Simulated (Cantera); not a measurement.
Cantera with NASA thermochemical tables; ideal gases at 1 bar, condensed phases pure. Values are per mole of reaction as written; species without (g) are pure solids or liquids, kept so even where they would boil at 1 bar.

**Question.** Between 300 and 1825 K, where is each reaction favourable under standard conditions?
- 2 H(g) + 2 Nb₂O₅ = 4 NbO₂ + H₂O₂(g)
- 5 NbO₂(g) = 2 Nb₂O₅ + Nb

**Answer.** 
- 2 H(g) + 2 Nb₂O₅ = 4 NbO₂ + H₂O₂(g): ΔG° is 62 kJ at 300 K and 165 kJ at 1825 K; it stays positive (K < 1). ΔH° is -158 kJ and ΔS° -177 J/K at 1825 K.
- 5 NbO₂(g) = 2 Nb₂O₅ + Nb: ΔG° is -2483 kJ at 300 K and -1036 kJ at 1825 K; it stays negative (K > 1). ΔH° is -2436 kJ and ΔS° -767 J/K at 1825 K.
